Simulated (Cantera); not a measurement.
# Ignition delay

Mixture: CH4 : H2 : O2 : N2 = 1 : 0.63 : 1.22 : 6.82 (molar parts), equivalence ratio 1.9, at 1.01 bar, adiabatic and at constant volume. Ignition delay is the time to a rise of 400 K.

Computed with Cantera and GRI-Mech 3.0 (53 species, 325 reactions). Below about 1000 K GRI-Mech 3.0 lacks low-temperature oxidation paths. Below about 950 K walls govern HO2 and H2O2 in real vessels.

| T0 (K) | delay (ms) |
|---|---|
| 925 | 94.3 |
| 975 | 33.4 |
| 1025 | 18.1 |
| 1075 | 10.8 |
| 1125 | 6.72 |
| 1175 | 4.24 |
| 1225 | 2.72 |

| Quantity | Value |
|---|---|
| apparent activation energy between 1125 and 1225 K | 100 kJ/mol |
